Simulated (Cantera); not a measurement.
Charge: 1 mol Si, 0.024 mol Cl2, 2.2 mol O2, equilibrated at 925 K and 10.0 Torr.

These are equilibrium values from Cantera (NASA tables, ideal gas, pure condensed phases), not measurements of a reactor. Candidate condensed phases: Si, SiO2; 15 gas species. The numbers say what is thermodynamically allowed, not how fast it happens.

Base state: O2 0.980, Cl2 0.0195, Cl 0.000140 (mole fractions); condensed: SiO2(β-quartz).

Problem. What changes in the equilibrium state with this change: temperature from 925 K to 1098.15 K?

Solution. 
```
species                before    after
-------------------  --------  -------
O2                      0.980    0.980
Cl2                    0.0195   0.0187
Cl                   0.000140  0.00175
SiO2(β-quartz), mol      1.00     1.00
```
